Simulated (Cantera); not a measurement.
Ignition delay

Mixture: 6.54 % CH4, 23.4 % O2, 70.1 % N2, equivalence ratio 0.56, at 1.01 bar, adiabatic and at constant pressure. Ignition delay is the time to a rise of 400 K.

Model: GRI-Mech 3.0 (53 species, 325 reactions), integrated in Cantera.

| T0 (K) | delay (ms) |
|---|---|
| 1175 | 39.4 |
| 1275 | 9.83 |
| 1375 | 2.90 |
| 1475 | 1.02 |
| 1575 | 0.425 |
| 1675 | 0.204 |
| 1775 | 0.109 |
| 1875 | 0.0629 |
| 1975 | 0.0386 |

```
Quantity                                                Result
--------------------------------------------------  ----------
apparent activation energy between 1775 and 1975 K  150 kJ/mol
```
